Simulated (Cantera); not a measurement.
Standard-state values (1 bar) from the NASA 1993 polynomials, evaluated with Cantera. Values are per mole of reaction as written; species without (g) are pure solids or liquids, kept so even where they would boil at 1 bar.

Sr + 2 H(g) + 2 NO(g) → 2 N(g) + Sr(OH)2, with ΔH° = -642.1 kJ and ΔS° = -302.3 J/K at 300 K.

Q: How far is the shortcut ΔG° ≈ ΔH°(300 K) − T·ΔS°(300 K) from the full temperature-dependent value at 1598, 1748, 1898, 2048, 2198 K?

A: 
```csv
T (K),shortcut (kJ),full (kJ),difference (kJ),difference in log10 K,condensed phases
1598,-159.0,-205.0,46.0,-1.50,"Sr(l), Sr(OH)2(l)"
1748,-113.6,-170.3,56.7,-1.69,"Sr(l), Sr(OH)2(l)"
1898,-68.3,-136.2,67.9,-1.87,"Sr(l), Sr(OH)2(l)"
2048,-22.9,-102.7,79.8,-2.03,"Sr(l), Sr(OH)2(l)"
2198,22.4,-69.7,92.1,-2.19,"Sr(l), Sr(OH)2(l)"
```
The shortcut ignores heat capacities and the phase changes listed.
